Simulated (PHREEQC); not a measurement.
Solution (25 °C): 0.00726 mol/kgw AgF and 0.037 mol/kgw Zn(NO3)2. Closed to the air; pH follows from the charge balance.

Model: ion-association model, wateq4f.dat, run in PHREEQC.

No solid was allowed to form.

Task: Order these F species by the share of F that they hold, largest first: ZnF+, F-, AgF, HF.

Result: F- (83 %), ZnF+ (16 %), AgF (0.76 %), HF (0.14 %)

The pH is 5.80 and the ionic strength 0.116 mol/kgw.
